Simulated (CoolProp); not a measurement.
A Linde-Hampson liquefier for carbon monoxide: isothermal reversible compression at 230 K from 1 atm to 10 MPa, throttling to 1 atm, return gas leaving the recuperator 10 K below the feed. Each further row changes one setting.

Model: reference Helmholtz-energy equation of state, Lemmon 2006, in CoolProp. It is a short technical equation, of lower accuracy than the large ones.

| case | liquid yield per pass | compression work (kJ/kg of gas) |
|---|---|---|
| as stated | ___ | 305 |
| high pressure 20 MPa | ___ | ___ |
| warm-end temperature 260 K | ___ | ___ |
| warm-end gap 15 K | 0.071 | 305 |

Task: Fill in the missing entries.

Result: 
- as stated, liquid yield per pass: 0.084
- high pressure 20 MPa, liquid yield per pass: 0.156
- high pressure 20 MPa, compression work (kJ/kg of gas): 348
- warm-end temperature 260 K, liquid yield per pass: 0.053
- warm-end temperature 260 K, compression work (kJ/kg of gas): 349
